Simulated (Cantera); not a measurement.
Feed: 1 mol HCl, 2.5 mol O₂, equilibrated at 170 Pa.

Cantera equilibrium calculation (NASA polynomials, part measured and part estimated; ideal gas, pure solids and liquids). Candidate condensed phases: H₂O; 14 gas species. Equilibrium is a limit: real reactors are often held back by kinetics, nucleation or transport. All values below are at 1123 K.

Base state: O₂ 0.709, HCl 0.248, H₂O 0.0198, Cl₂ 0.0167, Cl 0.00628, ClO 1.01e-5 (mole fractions); condensed: gas only.

What changes in the equilibrium state with this change: pressure from 170 Pa to 130000 Pa?


| species | before | after |
|---|---|---|
| O₂ | 0.709 | 0.705 |
| HCl | 0.248 | 0.166 |
| H₂O | 0.0198 | 0.0642 |
| Cl₂ | 0.0167 | 0.0640 |
| HOCl | 1.76e-6 | 3.25e-5 |
| Cl | 0.00628 | 0.000445 |
| ClO | 1.01e-5 | 1.96e-5 |

What changes in the equilibrium state with this change: 0.57 mol H₂O added?


```csv
species,before,after
O₂,0.709,0.613
HCl,0.248,0.240
H₂O,0.0198,0.143
Cl₂,0.0167,0.00201
ClO,1.01e-5,3.24e-6
Cl,0.00628,0.00218
```

What changes in the equilibrium state with this change: pressure from 170 Pa to 1000 Pa?


```tsv
species	before	after
O₂	0.709	0.709
HCl	0.248	0.234
H₂O	0.0198	0.0276
Cl₂	0.0167	0.0260
Cl	0.00628	0.00323
ClO	1.01e-5	1.25e-5
```
